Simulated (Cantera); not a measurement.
Cantera run:

```python
import numpy as np
import cantera as ct

gas_names = [...]  # 130 gases of nasa_gas.yaml made of C, H, Mg, O, S
cond_names = """
    C(gr) C6H6(L) C7H8(L) C8H18(L),n-octa H2O(s) H2O(L) H2SO4(L) Mg(cr) Mg(L) MgCO3(s) MgO(s) MgO(L)
    MgO2H2(s) MgS(s) MgSO4(s) MgSO4(L) S(cr1) S(cr2) S(L)
""".split()


# ... load() reads the species with a 1 bar reference pressure and builds the phases ...
atoms = {
    'MgSO4': {'Mg': 1, 'S': 1, 'O': 4},
    'C': {'C': 1},
    'H2O': {'H': 2, 'O': 1},
}
top_T = {'C(gr)': 4500, 'MgS(s)': 2250}  # K; cautious upper limits of use, not melting points


# ... equilibrate(T, P, feed) seeds the gas with the atoms and calls Mixture.equilibrate('TP', solver="vcs", rtol=1e-11, max_steps=5000) ...
results = []
feed = {'MgSO4': 1, 'C': 0.7, 'H2O': 3.4}  # mol
P = 100000  # Pa
for T in [873, 923, 973, 1023, 1073, 1123, 1173, 1223]:
    mix = equilibrate(T, P, feed)
    results.append((T, P, feed, dict(zip(mix.species_names, mix.species_moles))))

top = {s: max(r[3][s] / sum(r[3][g] for g in gas_names) for r in results) for s in gas_names}
cols = sorted((s for s in top if top[s] > 1e-05), key=lambda s: -top[s])[:5]
seen = [c for c in cond_names if any(r[3].get(c, 0) > 1e-12 for r in results)]
print("log10 of partial pressures in bar; condensed amounts in mol")
print(f"{'T/K':>10s}" + "".join(f"{s[:9]:>10s}" for s in cols + seen))
for T, P, feed, n in results:
    ng = sum(n[g] for g in gas_names)
    print(f"{T:10.4g}" + "".join(f"{np.log10(max(n[s] / ng * P / 1e5, 1e-99)):10.3f}" for s in cols)
          + "".join(f"{n.get(c, 0):10.4g}" for c in seen))
```

Output:

```
log10 of partial pressures in bar; condensed amounts in mol
       T/K       H2O       SO2       CO2       H2S        S2    MgO(s)
       873    -0.178    -0.769    -0.852    -1.718    -2.282         1
       923    -0.178    -0.770    -0.852    -1.747    -2.221         1
       973    -0.177    -0.771    -0.853    -1.776    -2.172         1
      1023    -0.177    -0.772    -0.853    -1.807    -2.133         1
      1073    -0.177    -0.772    -0.854    -1.838    -2.103         1
      1123    -0.177    -0.772    -0.856    -1.871    -2.081         1
      1173    -0.178    -0.771    -0.857    -1.906    -2.066         1
      1223    -0.179    -0.770    -0.860    -1.942    -2.059         1
```

Method: chemical equilibrium by Gibbs-energy minimisation in Cantera with the NASA 1993 tables (ideal gas, pure condensed phases). Gases not in the tables: S3 to S7.
